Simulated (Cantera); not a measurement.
Cantera run, input and output.

```python
import numpy as np
import cantera as ct

gas = ct.Solution("gri30.yaml")
gas.TPX = 650, 420000, {'CH3OH': 1, 'O2': 1.65, 'N2': 6.1, 'H2': 0.16}
flame = ct.FreeFlame(gas, width=0.015)
flame.set_refine_criteria(ratio=3, slope=0.08, curve=0.16)
flame.transport_model = "mixture-averaged"
flame.solve(loglevel=0, auto=True)
z, T = flame.grid, flame.T
thick = (T[-1] - T[0]) / np.gradient(T, z).max()
show = ['CH3OH', 'O2', 'OH', 'H2O2', 'C2H4', 'CO']
print(f"laminar burning velocity  {flame.velocity[0] * 100:.3f} cm/s")
print(f"burnt temperature         {T[-1]:.1f} K")
print(f"thermal thickness         {thick * 1e3:.4f} mm")
print(f"grid points               {len(z)}")
z0 = z[flame.heat_release_rate.argmax()]
print(f"{'z/mm':>9s}{'T/K':>9s}{'u/(m/s)':>9s}" + "".join(f"{s:>11s}" for s in show))
rows = []
for k in (-3, -2, -1.5, -1, -0.5, -0.25, 0, 0.25, 0.5, 1, 2, 4, 8):
    zz = z0 + k * thick
    rows.append([k * thick, np.interp(zz, z, T), np.interp(zz, z, flame.velocity),
                 *(np.interp(zz, z, flame.X[gas.species_index(s)]) for s in show)])
    print(f"{rows[-1][0] * 1e3:9.3f}{rows[-1][1]:9.1f}{rows[-1][2]:9.3f}" + "".join(f"{x:11.3e}" for x in rows[-1][3:]))
```

It prints:

```
laminar burning velocity  122.785 cm/s
burnt temperature         2433.8 K
thermal thickness         0.0770 mm
grid points               140
     z/mm      T/K  u/(m/s)      CH3OH         O2         OH       H2O2       C2H4         CO
   -0.231    650.4    1.230  1.121e-01  1.850e-01  1.211e-15  8.219e-07  4.308e-11  1.561e-05
   -0.154    653.1    1.237  1.119e-01  1.845e-01  5.993e-14  6.070e-06  4.080e-10  1.152e-04
   -0.116    661.9    1.256  1.113e-01  1.834e-01  1.012e-12  2.492e-05  2.081e-09  4.730e-04
   -0.077    713.6    1.364  1.079e-01  1.782e-01  5.053e-11  1.425e-04  1.652e-08  2.733e-03
   -0.039    997.5    1.954  8.445e-02  1.515e-01  2.018e-07  8.209e-04  1.476e-07  1.709e-02
   -0.019   1347.5    2.709  4.790e-02  1.175e-01  4.840e-05  1.251e-03  3.757e-07  3.756e-02
    0.000   1757.0    3.629  6.180e-03  7.631e-02  1.618e-03  1.049e-04  6.466e-07  6.274e-02
    0.019   1929.7    3.992  4.073e-05  5.030e-02  6.603e-03  1.706e-06  9.278e-08  5.795e-02
    0.039   2015.7    4.145  1.013e-07  3.752e-02  9.596e-03  1.183e-06  2.633e-09  4.581e-02
    0.077   2127.1    4.337  1.708e-10  2.849e-02  1.080e-02  8.721e-07  4.385e-12  3.248e-02
    0.154   2243.7    4.539  1.616e-14  2.257e-02  1.012e-02  6.105e-07  2.966e-17  2.337e-02
    0.308   2337.9    4.702  3.156e-16  1.829e-02  8.521e-03  4.457e-07  2.488e-23  1.771e-02
    0.616   2397.7    4.803  1.213e-16  1.538e-02  7.129e-03  3.632e-07  7.068e-25  1.353e-02
```

Model: GRI-Mech 3.0 (53 species, 325 reactions), integrated in Cantera. GRI-Mech 3.0 was tuned for natural gas; its chemistry of methanol as a main component is partial and can be far from experiment. Burning velocities carry a grid error of a few per cent, more on coarse grids.
